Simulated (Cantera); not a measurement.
What does this Cantera script print?

```python
import numpy as np
import cantera as ct

gas_names = [...]  # 87 gases of nasa_gas.yaml made of C, H, Si
cond_names = """
    C(gr) C6H6(L) C7H8(L) C8H18(L),n-octa Si(cr) Si(L) SiC(b)
""".split()


# ... load() reads the species with a 1 bar reference pressure and builds the phases ...
atoms = {
    'CH3SiH3': {'C': 1, 'H': 6, 'Si': 1},
    'CH4': {'C': 1, 'H': 4},
    'H2': {'H': 2},
}
top_T = {'C(gr)': 4500, 'SiC(b)': 3050}  # K; cautious upper limits of use, not melting points


# ... equilibrate(T, P, feed) seeds the gas with the atoms and calls Mixture.equilibrate('TP', solver="vcs", rtol=1e-11, max_steps=5000) ...
results = []
feed = {'CH3SiH3': 1, 'CH4': 0.3, 'H2': 34}  # mol
P = 13332.2  # Pa
for T in [1948, 1998, 2048, 2098, 2148, 2198, 2248, 2298, 2348, 2398]:
    mix = equilibrate(T, P, feed)
    results.append((T, P, feed, dict(zip(mix.species_names, mix.species_moles))))
    x = sorted(zip(gas.X, gas.species_names), reverse=True)
    print(f"T = {T:g} K  P = {P:g} Pa  gas = {mix.phase_moles(0):.4g} mol")
    print("   x: " + "  ".join(f"{s} {v:.3e}" for v, s in x if v > 0.001))
    print("   condensed (mol): " + ("  ".join(f"{mix.phase(i).name} {mix.phase_moles(i):.4g}"
          for i in range(1, mix.n_phases) if mix.phase_moles(i) > 1e-12) or "none"))
```

Output:

```
T = 1948 K  P = 13332.2 Pa  gas = 37.66 mol
   x: H2 9.963e-01  H 3.089e-03
   condensed (mol): C(gr) 0.2574  SiC(b) 0.9995
T = 1998 K  P = 13332.2 Pa  gas = 37.68 mol
   x: H2 9.948e-01  H 4.382e-03
   condensed (mol): C(gr) 0.2418  SiC(b) 0.9989
T = 2048 K  P = 13332.2 Pa  gas = 37.71 mol
   x: H2 9.927e-01  H 6.110e-03  C2H2,acetylene 1.041e-03
   condensed (mol): C(gr) 0.2213  SiC(b) 0.9978
T = 2098 K  P = 13332.2 Pa  gas = 37.76 mol
   x: H2 9.900e-01  H 8.386e-03  C2H2,acetylene 1.413e-03
   condensed (mol): C(gr) 0.195  SiC(b) 0.9956
T = 2148 K  P = 13332.2 Pa  gas = 37.82 mol
   x: H2 9.865e-01  H 1.134e-02  C2H2,acetylene 1.889e-03
   condensed (mol): C(gr) 0.1623  SiC(b) 0.9915
T = 2198 K  P = 13332.2 Pa  gas = 37.9 mol
   x: H2 9.819e-01  H 1.511e-02  C2H2,acetylene 2.489e-03
   condensed (mol): C(gr) 0.1226  SiC(b) 0.9837
T = 2248 K  P = 13332.2 Pa  gas = 38 mol
   x: H2 9.761e-01  H 1.988e-02  C2H2,acetylene 3.233e-03
   condensed (mol): C(gr) 0.07597  SiC(b) 0.9695
T = 2298 K  P = 13332.2 Pa  gas = 38.14 mol
   x: H2 9.686e-01  H 2.582e-02  C2H2,acetylene 4.144e-03
   condensed (mol): C(gr) 0.0235  SiC(b) 0.9438
T = 2348 K  P = 13332.2 Pa  gas = 38.32 mol
   x: H2 9.594e-01  H 3.313e-02  C2H2,acetylene 4.872e-03  Si 1.800e-03
   condensed (mol): SiC(b) 0.8952
T = 2398 K  P = 13332.2 Pa  gas = 38.58 mol
   x: H2 9.477e-01  H 4.201e-02  C2H2,acetylene 5.613e-03  Si 3.236e-03
   condensed (mol): SiC(b) 0.8074
```

Cantera equilibrium calculation (NASA polynomials, part measured and part estimated; ideal gas, pure solids and liquids). The feed counts by its element totals alone. Gases not in the tables: Si2H6 and higher silanes.
